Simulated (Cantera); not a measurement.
A perfectly stirred reactor is fed with 6.61 % CH₄, 7.94 % H₂, 17.2 % O₂, 64.7 % N₂, 3.57 % CO₂, at 630000 Pa; it is adiabatic with a 450 K inlet, and is followed from long to short residence time, starting on the burning branch (τ in s: 0.03, 0.015, 0.007, 0.0034, 0.0016, 0.00079, 0.00038, 0.00018, 8.8e-05, 4.2e-05).

Model: GRI-Mech 3.0 (53 species, 325 reactions), integrated in Cantera.

x: mole fraction; the columns are a selection and need not sum to one.

| τ (s) | T (K) | x CH₄ | x H₂ | x O₂ | x CH₂O | x N₂O | x C₂H |
|---|---|---|---|---|---|---|---|
| 0.030 | 2300 | [?] | 0.00318 | 0.00443 | 4.25e-7 | 2.77e-7 | 2.71e-12 |
| 0.015 | 2295 | [?] | 0.00337 | 0.00486 | 7.92e-7 | 2.92e-7 | 8.83e-12 |
| 0.0070 | 2286 | [?] | 0.00374 | 0.00554 | 1.51e-6 | 3.18e-7 | 2.92e-11 |
| 0.0034 | 2272 | [?] | 0.00428 | 0.00644 | 2.66e-6 | 3.50e-7 | 8.03e-11 |
| 0.0016 | 2251 | [?] | 0.00508 | 0.00771 | 4.61e-6 | 3.87e-7 | 2.04e-10 |
| 0.00079 | 2225 | [?] | 0.00608 | 0.00925 | 7.48e-6 | 4.18e-7 | 4.46e-10 |
| 0.00038 | 2191 | [?] | 0.00740 | 0.0112 | 1.21e-5 | 4.39e-7 | 9.34e-10 |
| 0.00018 | 2147 | [?] | 0.00907 | 0.0137 | 1.98e-5 | 4.45e-7 | 1.90e-9 |
| 8.8e-5 | 2096 | [?] | 0.0110 | 0.0167 | 3.20e-5 | 4.35e-7 | 3.71e-9 |
| 4.2e-5 | 2031 | [?] | 0.0134 | 0.0208 | 5.49e-5 | 4.08e-7 | 7.73e-9 |

### Question
Complete the blanks.

### Answer

- 0.030, x CH₄: 2.63e-6
- 0.015, x CH₄: 4.83e-6
- 0.0070, x CH₄: 9.06e-6
- 0.0034, x CH₄: 1.58e-5
- 0.0016, x CH₄: 2.74e-5
- 0.00079, x CH₄: 4.53e-5
- 0.00038, x CH₄: 7.63e-5
- 0.00018, x CH₄: 0.000132
- 8.8e-5, x CH₄: 0.000233
- 4.2e-5, x CH₄: 0.000449
